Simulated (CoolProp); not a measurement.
A simple Rankine cycle with n-hexane: condensing at 331.15 K, boiler at 1.11 MPa, turbine inlet 593.8 K, turbine efficiency 0.9, pump efficiency 0.8, no recuperator. Each further row changes one setting.

The numbers come from the reference Helmholtz-energy equation of state, Thol 2019 in CoolProp.

```csv
case,thermal efficiency (%),net work (kJ/kg),heat in (kJ/kg),turbine exit temperature (K),volume ratio over the turbine
as stated,13.5,128,952,541.5,15.2
condensing temperature 323.15 K,14.5,141,972,536.6,20.0
boiler pressure 0.777 MPa,11.9,114,958,549.0,10.5
turbine efficiency 0.8,12.0,114,952,546.9,15.4
```
